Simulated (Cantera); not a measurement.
A Cantera script and what it prints.

```python
import numpy as np
import cantera as ct

gas_names = """
    AL ALH ALN AL2 H H2 N NH NH2 NH3 N2 N2H2 N2H4
""".split()
cond_names = """
    AL(cr) AL(L) ALN(s)
""".split()


def load(file, names, dense=False):
    # The tables refer to 1 bar. Condensed volumes are neglected.
    table = {s.name: s for s in ct.Species.list_from_file(file)}
    out = []
    for n in names:
        d = dict(table[n].input_data)
        d["thermo"] = dict(d["thermo"], **{"reference-pressure": 1e5})
        if dense:
            d["equation-of-state"] = {"model": "constant-volume", "density": "1e6 g/cm^3"}
        out.append(ct.Species.from_dict(d))
    return out


gas = ct.Solution(thermo="ideal-gas", species=load("nasa_gas.yaml", gas_names))
cond = {s.name: ct.Solution(thermo="fixed-stoichiometry", species=[s], name=s.name)
        for s in load("nasa_condensed.yaml", cond_names, dense=True)}
atoms = {
    'AlN': {'AL': 1, 'N': 1},
    'H2': {'H': 2},
}
top_T = {'ALN(s)': 2750}  # K; cautious upper limits of use, not melting points


def equilibrate(T, P, feed):
    n = {}
    for name, mol in feed.items():
        for a, k in atoms[name].items():
            n[a] = n.get(a, 0.0) + k * mol
    gas.TPX = T, P, n
    mass = sum(n.values()) * gas.mean_molecular_weight
    gas.equilibrate("TP")
    valid = [c for c in cond.values() if c.min_temp <= T <= top_T.get(c.name, c.max_temp)]
    mix = ct.Mixture([(gas, mass / gas.mean_molecular_weight)] + [(c, 0.0) for c in valid])
    mix.T, mix.P = T, P
    mix.equilibrate("TP", solver="vcs", rtol=1e-11, max_steps=5000)
    return mix


results = []
feed = {'AlN': 1, 'H2': 0.012}  # mol
P = 65  # Pa
for T in [1600, 1650, 1700, 1750, 1800, 1850, 1900, 1950, 2000, 2050, 2100, 2150, 2200]:
    mix = equilibrate(T, P, feed)
    results.append((T, P, feed, dict(zip(mix.species_names, mix.species_moles))))

top = {s: max(r[3][s] / sum(r[3][g] for g in gas_names) for r in results) for s in gas_names}
cols = sorted((s for s in top if top[s] > 0.001), key=lambda s: -top[s])[:6]
seen = [c for c in cond_names if any(r[3].get(c, 0) > 1e-12 for r in results)]
print("log10 of partial pressures in bar; condensed amounts in mol")
print(f"{'T/K':>10s}" + "".join(f"{s[:9]:>10s}" for s in cols + seen))
for T, P, feed, n in results:
    ng = sum(n[g] for g in gas_names)
    print(f"{T:10.4g}" + "".join(f"{np.log10(max(n[s] / ng * P / 1e5, 1e-99)):10.3f}" for s in cols)
          + "".join(f"{n.get(c, 0):10.4g}" for c in seen))
```

It prints:

```
log10 of partial pressures in bar; condensed amounts in mol
       T/K        H2        AL        N2         H       ALH    ALN(s)
      1600    -3.190    -5.785    -6.077    -5.860    -7.457         1
      1650    -3.193    -5.366    -5.659    -5.638    -7.112    0.9999
      1700    -3.201    -4.971    -5.266    -5.432    -6.789    0.9998
      1750    -3.217    -4.600    -4.895    -5.242    -6.490    0.9995
      1800    -3.255    -4.249    -4.546    -5.073    -6.218    0.9988
      1850    -3.341    -3.918    -4.215    -4.939    -5.988    0.9968
      1900    -3.582    -3.604    -3.903    -4.891    -5.848    0.9888
      1950    -5.410    -3.368    -3.668    -5.646    -6.577         0
      2000    -5.454    -3.368    -3.669    -5.516    -6.649         0
      2050    -5.514    -3.368    -3.669    -5.401    -6.725         0
      2100    -5.591    -3.368    -3.669    -5.302    -6.808         0
      2150    -5.688    -3.369    -3.670    -5.219    -6.899         0
      2200    -5.806    -3.369    -3.670    -5.153    -6.999         0
```

These are equilibrium values from Cantera (NASA tables, ideal gas, pure condensed phases), not measurements of a reactor.
